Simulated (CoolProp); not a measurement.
Vapour-liquid equilibrium of CF4 (R14) (1) + CHF3 (R23) (2) at -82.05 °C; x and y are mole fractions of (1).

Model: multi-fluid Helmholtz-energy mixture model, Platzer 1990 and Penoncello 2003; pair parameters Bell 2016, in CoolProp. This equation is an older, rougher fit; its heat capacities, sound speeds and derivatives of the liquid may be far off and weren't checked against measurements.

Problem. Give the bubble pressure and the first vapour's composition at x = 0.05, 0.35, 0.8. Is there an azeotrope?

Solution. x = 0.05: 2.573 bar, y = 0.609; x = 0.35: 7.556 bar, y = 0.878; x = 0.8: 9.811 bar, y = 0.934. No azeotrope shows between x = 0.05 and 0.95.

Pair parameters are fitted to limited data, so mixtures are less certain than the pure fluids. With so large a gap from Raoult's law the liquid may split in two, which this calculation doesn't test in full.
